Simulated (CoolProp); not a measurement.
Vapour-liquid equilibrium of hydrogen sulfide (1) + propane (2) at 0.126 MPa; x and y are mole fractions of (1).

The numbers come from the multi-fluid Helmholtz-energy mixture model, Lemmon 2006 and Lemmon 2009; pair parameters Kunz 2012 in CoolProp.

```csv
x,"bubble temperature, mixture model (°C)","bubble temperature, Raoult's law (°C)","y, mixture model","y, Raoult's law"
0.05,-43.9,-38.5,0.282,0.108
0.125,-50.0,-40.6,0.491,0.248
0.2,-53.4,-42.5,(withheld),0.367
0.275,-55.4,-44.2,0.646,0.469
0.35,(withheld),-45.8,0.679,0.557
0.425,(withheld),-47.3,0.701,0.634
0.5,-57.6,-48.6,0.717,0.701
0.575,-57.9,-49.9,(withheld),0.761
0.65,-58.0,-51.1,0.742,0.814
0.725,-58.2,-52.3,0.758,0.862
0.8,-58.2,-53.3,0.781,0.905
0.875,-57.9,-54.3,0.821,0.943
0.95,-57.1,-55.3,(withheld),0.978
```

### Question
What belongs in the gaps?

### Answer

- 0.2, y, mixture model: 0.591
- 0.35, bubble temperature, mixture model (°C): -56.5
- 0.425, bubble temperature, mixture model (°C): -57.2
- 0.575, y, mixture model: 0.729
- 0.95, y, mixture model: 0.900

The largest gap from Raoult's law is -11.2 K in bubble temperature, at x = 0.275. y crosses x between x = 0.725 and 0.8: the model has an azeotrope there.

Pair parameters are fitted to limited data, so mixtures are less certain than the pure fluids. With so large a gap from Raoult's law the liquid may split in two, which this calculation doesn't test in full.
